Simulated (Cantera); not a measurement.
What does this Cantera script print?

```python
import numpy as np
import cantera as ct

gas_names = """
    SF6 SiF4
""".split()
cond_names = """
    Si(cr) Si(L) S(cr1) S(cr2) S(L)
""".split()


# ... load() reads the species with a 1 bar reference pressure and builds the phases ...
species = {s.name: s for s in load("nasa_gas.yaml", gas_names) + load("nasa_condensed.yaml", cond_names)}
# Each term lists the table entries of one substance; the one whose range holds T is used.
reactions = {
    '2 SF6(g) + 3 Si = 3 SiF4(g) + 2 S':
        [(-2, ['SF6']), (-3, ['Si(cr)', 'Si(L)']), (3, ['SiF4']), (2, ['S(cr1)', 'S(cr2)', 'S(L)'])],
}


def pick(names, T):
    return next(species[n] for n in names if species[n].thermo.min_temp <= T <= species[n].thermo.max_temp)


results = []
for label, terms in reactions.items():
    print(label)
    print("     T/K   dH/kJ  dS/(J/K)   dG/kJ   log10 K")
    for T in [698, 723, 748, 773, 798, 823, 848, 873]:
        used = [(nu, pick(names, T)) for nu, names in terms]
        dH = sum(nu * s.thermo.h(T) for nu, s in used) / 1e6
        dS = sum(nu * s.thermo.s(T) for nu, s in used) / 1e3
        dG = dH - T * dS / 1e3
        logK = -dG * 1e6 / (ct.gas_constant * T * np.log(10))
        results.append((label, T, dH, dS, dG, logK, [s.name for _, s in used]))
        print(f"{T:8g} {dH:8.1f} {dS:8.1f} {dG:8.1f} {logK:8.2f}")
```

It prints:

```
2 SF6(g) + 3 Si = 3 SiF4(g) + 2 S
     T/K   dH/kJ  dS/(J/K)   dG/kJ   log10 K
     698  -2394.9    294.5  -2600.4   194.60
     723  -2395.0    294.3  -2607.8   188.40
     748  -2395.2    294.1  -2615.1   182.62
     773  -2395.4    293.8  -2622.5   177.21
     798  -2395.5    293.6  -2629.8   172.14
     823  -2395.7    293.4  -2637.2   167.37
     848  -2395.8    293.3  -2644.5   162.89
     873  -2395.9    293.2  -2651.8   158.67
```

Cantera with NASA thermochemical tables; ideal gases at 1 bar, condensed phases pure. Condensed species are held in their standard states even where they would react or evaporate.
